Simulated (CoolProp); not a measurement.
Properties of octamethyltrisiloxane (MDM) along the isotherm 301.85 °C (Tc = 292.2 °C, pc = 1.438 MPa, ω = 0.528).

Model: reference Helmholtz-energy equation of state, Thol 2017, in CoolProp.

```csv
p (MPa),phase,density (kg/m³),cp (kJ/(kg K)),Joule-Thomson coefficient (K/MPa),isothermal compressibility (1/MPa),fugacity coefficient
0.276,gas,14.57,2.117,?,3.880,0.9405
0.553,gas,31.59,2.154,10.53,2.124,0.8812
0.829,gas,52.28,2.217,12.61,1.617,0.8223
1.11,gas,80.38,2.350,16.17,1.498,0.7618
1.38,gas,123.9,2.756,?,1.820,0.7019
1.66,supercritical,280.0,6.143,27.24,3.595,0.6333
1.94,supercritical,383.8,3.139,6.897,0.4004,0.5640
2.21,supercritical,413.8,2.823,4.010,0.2011,0.5119
2.49,supercritical,433.0,2.694,2.803,0.1327,0.4695
2.76,supercritical,446.6,2.624,2.165,0.1001,?
3.04,supercritical,457.9,2.577,1.739,0.08000,0.4087
3.32,supercritical,467.4,2.543,1.443,0.06672,?
3.59,supercritical,475.2,2.519,1.230,0.05757,0.3669
```

Q: Some entries are withheld; supply them.

A: 
- 0.276, Joule-Thomson coefficient (K/MPa): 9.139
- 1.38, Joule-Thomson coefficient (K/MPa): 23.19
- 2.76, fugacity coefficient: 0.4366
- 3.32, fugacity coefficient: 0.3856

The peak of cp marks the crossing from liquid-like to gas-like fluid above the critical point.
